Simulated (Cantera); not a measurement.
## Counterflow diffusion flame

A counterflow diffusion flame at 0.740 bar, nozzles 20 mm apart: fuel side CH4 : C2H6 = 1 : 0.15 (molar parts) at 398 K, oxidiser side O2 : N2 = 0.25 : 0.75 (molar parts) at 500 K, fuel mass flux 1 times the oxidiser's; mixture-averaged transport, no radiation.

Detailed kinetics in Cantera: GRI-Mech 3.0 (53 species, 325 reactions). GRI-Mech 3.0 has no aromatics or soot, which form on the fuel side of real flames. The maximum strain rate includes the flame's own expansion and is several times the mean.

```tsv
oxidiser flux (kg/m²/s)	max strain (1/s)	mean strain (1/s)	T max (K)	peak x OH	peak x H	peak x NO	peak x CO	peak x C2H2
0.18	216	39.9	2227	0.0124	0.00661	0.000386	0.0781	0.0236
0.29	330	64.4	2208	0.0123	0.00710	0.000344	0.0765	0.0225
0.45	489	99.9	2187	0.0121	0.00748	0.000300	0.0750	0.0213
0.7	732	155	2166	0.0118	0.00784	0.000255	0.0739	0.0200
1.1	1100	244	2140	0.0114	0.00809	0.000203	0.0730	0.0184
1.7	1640	377	2108	0.0107	0.00815	0.000151	0.0725	0.0163
2.6	2420	577	2067	0.00972	0.00788	9.90e-5	0.0724	0.0135
4.1	3660	910	1999	0.00797	0.00685	4.64e-5	0.0728	0.00939
```
x: mole fraction; the columns are a selection and need not sum to one.
